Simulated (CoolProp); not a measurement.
Saturated liquid density (kg/m³) of n-perfluoropentane: the reference equation beside estimates from Tc = 421.0 K, pc = 2063 kPa, ω = 0.436. Rackett uses Z = 0.29056 − 0.08775 ω.

Model: reference Helmholtz-energy equation of state, Gao 2022, in CoolProp.

```tsv
T (K)	reference	Rackett	Soave-Redlich-Kwong
328.3	1499	1644	1378
331.3	1487	?	1365
334.2	?	1617	1352
337.2	?	1603	1338
340.1	1452	1589	1325
343.1	1440	?	1310
346.1	1427	1560	1295
349	?	1545	1281
352	?	1530	1265
354.9	1389	1515	1250
357.9	1375	1498	1233
360.9	1361	1482	1216
363.8	?	1466	1199
366.8	1331	1448	?
```

Task: What belongs in the gaps?

Result: 
- 331.3, Rackett: 1631
- 334.2, reference: 1476
- 337.2, reference: 1464
- 343.1, Rackett: 1575
- 349, reference: 1415
- 352, reference: 1402
- 363.8, reference: 1346
- 366.8, Soave-Redlich-Kwong: 1181

Absolute difference from the reference over all 14 rows, mean and median: Rackett 9.2 and 9.3 %, Soave-Redlich-Kwong 9.5 and 9.4 %.
